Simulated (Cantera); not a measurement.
Mixture: CO : H2 : CH4 : O2 : N2 = 1 : 0.4 : 0.44 : 3.36 : 12.6 (molar parts), equivalence ratio 0.47, at 14.8 atm, adiabatic and at constant pressure. Ignition delay is the time to a rise of 400 K.

Computed with Cantera and GRI-Mech 3.0 (53 species, 325 reactions). The pressure lies above the range GRI-Mech 3.0 was tuned for (to about 10 atm).

**Question.** What does this change do: pressure from 14.8 atm to 0.987 atm?

**Answer.** 
```tsv
quantity	before	after
delay at 1225 K	0.150 ms	0.417 ms
delay at 1300 K	63.8 µs	0.248 ms
delay at 1375 K	32.1 µs	0.165 ms
delay at 1450 K	18.2 µs	0.120 ms
delay at 1525 K	11.1 µs	92.7 µs
delay at 1600 K	7.29 µs	75.7 µs
delay at 1675 K	5.04 µs	64.8 µs
```
Where the delays flatten at high temperature, the 400 K rule measures the pace of heat release, not the induction time.
